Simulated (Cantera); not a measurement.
A closed system holds: 1 mol Si₂H₆, 4.7 mol NO, 5.6 mol H₂, equilibrated at 0.0100 bar.

These are equilibrium values from Cantera (NASA tables, ideal gas, pure condensed phases), not measurements of a reactor. Candidate condensed phases: H₂O, Si, SiO₂, Si₂N₂O, Si₃N₄; 35 gas species. The feed counts by its element totals alone. Rates play no part. All values below are at 750 °C.

Base state: H₂ 0.721, N₂ 0.215, H₂O 0.0639 (mole fractions); condensed: SiO₂(β-quartz).

### Question
What changes in the equilibrium state with this change: Si₂H₆ replaced by SiF₄?

### Answer
| species | before | after |
|---|---|---|
| HF | 0 | 0.373 |
| H₂O | 0.0639 | 0.289 |
| N₂ | 0.215 | 0.238 |
| H₂ | 0.721 | 0.0912 |
| SiF₄ | 0 | 0.00793 |
| SiO₂(β-quartz), mol | 2.00 | 0.922 |
